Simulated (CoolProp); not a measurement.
Vapour-liquid equilibrium of propylene (1) + R152A (2) at 80.8 kPa; x and y are mole fractions of (1).

The numbers come from the multi-fluid Helmholtz-energy mixture model, Lemmon 2013 and Outcalt 1996; pair parameters Bell 2016 in CoolProp.

```csv
x,bubble temperature (K),y at the bubble point,dew temperature at overall composition x (K),liquid density (mol/L)
0.05,238.7,0.258,243.2,15.51
0.125,233.0,0.479,241.6,15.52
0.2,229.2,0.599,240.0,15.47
0.275,226.7,0.671,238.3,15.40
0.35,225.0,0.717,236.5,15.30
0.425,223.8,0.749,234.5,15.20
0.5,223.0,0.773,232.3,15.10
0.575,222.4,0.794,230.0,15.00
0.65,221.8,0.814,227.4,14.92
0.725,221.4,0.836,224.7,14.84
0.8,221.0,0.863,222.2,14.77
0.875,220.7,0.898,220.9,14.72
0.95,220.6,0.950,220.6,14.67
```

No azeotrope shows between x = 0.05 and 0.95.

Pair parameters are fitted to limited data, so mixtures are less certain than the pure fluids.
